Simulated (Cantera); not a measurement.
## Thermodynamics of roasting and sulfation, feed MgO + H₂S + O₂

Feed: 1 mol MgO, 1.1 mol H₂S, 0.45 mol O₂, held at 1102 °C.

These are equilibrium values from Cantera (NASA tables, ideal gas, pure condensed phases), not measurements of a reactor. Candidate condensed phases: H₂O, H₂SO₄, Mg, MgO, Mg(OH)₂, MgS, MgSO₄, S; 26 gas species. The numbers say what is thermodynamically allowed, not how fast it happens.

```csv
P (Pa),x H₂O,x S₂,x H₂S,x H₂,x SO₂,n MgO(s)
1000,0.465,0.284,0.0559,0.149,0.0405,1.00
3500,0.481,0.278,0.0817,0.118,0.0368,1.00
13000,0.491,0.268,0.114,0.0866,0.0361,1.00
45000,0.495,0.255,0.146,0.0613,0.0383,1.00
160000,0.491,0.240,0.179,0.0411,0.0432,1.00
560000,0.482,0.223,0.211,0.0268,0.0504,1.00
2000000,0.468,0.204,0.242,0.0170,0.0595,1.00
```
x: gas mole fraction; n: condensed amount in mol.

From 0.0100 bar to 20.0 bar the condensed part is MgO(s). The main Mg-bearing gas is Mg(OH)₂ throughout.
